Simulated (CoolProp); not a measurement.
Vapour-liquid equilibrium of neopentane (1) + n-pentane (2) at 0.178 MPa; x and y are mole fractions of (1).

Computed with CoolProp (multi-fluid Helmholtz-energy mixture model, Lemmon 2006 and Thol 2019; pair parameters Bell 2016).

Problem. Give the bubble temperature and the first vapour's composition at x = 0.15, 0.25, 0.45. Is there an azeotrope?

Solution. x = 0.15: 321.1 K, y = 0.276; x = 0.25: 317.8 K, y = 0.422; x = 0.45: 311.8 K, y = 0.645. No azeotrope shows between x = 0.05 and 0.95.

The pair parameters rest on a limited set of measurements; away from them the model extrapolates.
